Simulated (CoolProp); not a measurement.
Properties of benzene along the isobar 792 kPa (Tc = 562.0 K, pc = 4906 kPa, ω = 0.211).

Computed with CoolProp (reference Helmholtz-energy equation of state, Thol 2012).

```json
[
 {"T (K)": "402.4", "phase": "liquid", "density (kg/m³)": "756.5", "cv (kJ/(kg K))": "1.516", "conductivity (mW/(m K))": "109", "Prandtl number": "3.94"},
 {"T (K)": "416.9", "phase": "liquid", "density (kg/m³)": "738.1", "cv (kJ/(kg K))": "1.558", "conductivity (mW/(m K))": "105", "Prandtl number": "3.74"},
 {"T (K)": "431.4", "phase": "liquid", "density (kg/m³)": "718.8", "cv (kJ/(kg K))": "1.601", "conductivity (mW/(m K))": "101", "Prandtl number": "3.56"},
 {"T (K)": "445.9", "phase": "gas", "density (kg/m³)": "19.28", "cv (kJ/(kg K))": "1.557", "conductivity (mW/(m K))": "25.6", "Prandtl number": "0.761"},
 {"T (K)": "460.4", "phase": "gas", "density (kg/m³)": "18.34", "cv (kJ/(kg K))": "1.598", "conductivity (mW/(m K))": "27.1", "Prandtl number": "0.758"},
 {"T (K)": "474.9", "phase": "gas", "density (kg/m³)": "17.52", "cv (kJ/(kg K))": "1.639", "conductivity (mW/(m K))": "28.5", "Prandtl number": "0.756"},
 {"T (K)": "489.4", "phase": "gas", "density (kg/m³)": "16.79", "cv (kJ/(kg K))": "1.679", "conductivity (mW/(m K))": "30.0", "Prandtl number": "0.755"},
 {"T (K)": "503.9", "phase": "gas", "density (kg/m³)": "16.13", "cv (kJ/(kg K))": "1.718", "conductivity (mW/(m K))": "31.5", "Prandtl number": "0.754"},
 {"T (K)": "518.4", "phase": "gas", "density (kg/m³)": "15.54", "cv (kJ/(kg K))": "1.756", "conductivity (mW/(m K))": "33.0", "Prandtl number": "0.754"},
 {"T (K)": "533", "phase": "gas", "density (kg/m³)": "15.00", "cv (kJ/(kg K))": "1.794", "conductivity (mW/(m K))": "34.5", "Prandtl number": "0.754"},
 {"T (K)": "547.5", "phase": "gas", "density (kg/m³)": "14.50", "cv (kJ/(kg K))": "1.830", "conductivity (mW/(m K))": "36.0", "Prandtl number": "0.754"},
 {"T (K)": "562", "phase": "gas", "density (kg/m³)": "14.04", "cv (kJ/(kg K))": "1.866", "conductivity (mW/(m K))": "37.6", "Prandtl number": "0.755"},
 {"T (K)": "576.5", "phase": "gas", "density (kg/m³)": "13.62", "cv (kJ/(kg K))": "1.900", "conductivity (mW/(m K))": "39.1", "Prandtl number": "0.755"},
 {"T (K)": "591", "phase": "gas", "density (kg/m³)": "13.22", "cv (kJ/(kg K))": "1.934", "conductivity (mW/(m K))": "40.7", "Prandtl number": "0.756"},
 {"T (K)": "605.5", "phase": "gas", "density (kg/m³)": "12.85", "cv (kJ/(kg K))": "1.967", "conductivity (mW/(m K))": "42.3", "Prandtl number": "0.757"},
 {"T (K)": "620", "phase": "gas", "density (kg/m³)": "12.51", "cv (kJ/(kg K))": "1.999", "conductivity (mW/(m K))": "43.8", "Prandtl number": "0.758"}
]
```

Viscosity comes from a separate model (Avgeri 2014). Thermal conductivity comes from a separate model (Assael 2012).
